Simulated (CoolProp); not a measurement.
Values from CoolProp's reference Helmholtz-energy equation of state, Span 2000.

Q: For nitrogen, give the phase and the viscosity (µPa s), conductivity (mW/(m K)) at 120.8 K and 1.22 bar; 120.8 K and 32.8 bar.

A: 
- 120.8 K and 1.22 bar: gas; viscosity 8.30, conductivity 11.4
- 120.8 K and 32.8 bar: liquid; viscosity 40.7, conductivity 63.1

Viscosity comes from a separate model (Lemmon 2004). Thermal conductivity comes from a separate model (Lemmon 2004).
